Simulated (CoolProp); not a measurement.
Dry air at 293.15 K and 0.147 MPa is compressed adiabatically to 0.239 MPa with isentropic efficiency 0.6. Each further row changes one setting.

Values from CoolProp's reference Helmholtz-energy equation of state, Lemmon 2000. It is a pseudo-pure fit of the blend.

| case | work (kJ/kg) | final temperature (K) | final density (kg/m³) |
|---|---|---|---|
| as stated | 73.1 | 365.8 | 2.28 |
| efficiency 1 | 43.9 | 336.8 | 2.47 |
| efficiency 0.65 | 67.5 | 360.2 | 2.31 |
